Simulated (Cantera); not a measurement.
A perfectly stirred reactor is fed with 16.6 % CH3OH, 14.6 % O2, 68.8 % N2, equivalence ratio 1.7, at 9.87 atm; it is adiabatic with a 450 K inlet, and is followed from long to short residence time, starting on the burning branch (τ in s: 0.15, 0.056, 0.02, 0.0074, 0.0027, 0.00098, 0.00036, 0.00013, 4.7e-05).

Detailed kinetics in Cantera: GRI-Mech 3.0 (53 species, 325 reactions). GRI-Mech 3.0 was tuned for natural gas; its chemistry of methanol as a main component is partial and can be far from experiment.

**Question.** Predict: blow-out, bracketed by the residence times tried; x(CH3OH) at τ = 0.150 s; x(O2) at τ = 0.150 s; x(OH) at τ = 0.150 s; x(CH2) at τ = 0.150 s; x(O) at τ = 0.150 s; x(CH3OH) at τ = 2.70 ms; x(O2) at τ = 2.70 ms; x(OH) at τ = 2.70 ms; x(CH2) at τ = 2.70 ms; x(O) at τ = 2.70 ms.

**Answer.** 
```json
{
 "blow_out_bracketed_by_the_residence_times_tried": "burning at 0.130 ms, out at 47.0 µs",
 "x(CH3OH) at τ = 0.150 s": "5.14e-6",
 "x(O2) at τ = 0.150 s": "9.17e-5",
 "x(OH) at τ = 0.150 s": "1.05e-5",
 "x(CH2) at τ = 0.150 s": "8.17e-9",
 "x(O) at τ = 0.150 s": "2.79e-8",
 "x(CH3OH) at τ = 2.70 ms": "3.28e-5",
 "x(O2) at τ = 2.70 ms": "0.000558",
 "x(OH) at τ = 2.70 ms": "9.66e-5",
 "x(CH2) at τ = 2.70 ms": "1.49e-7",
 "x(O) at τ = 2.70 ms": "1.79e-6"
}
```
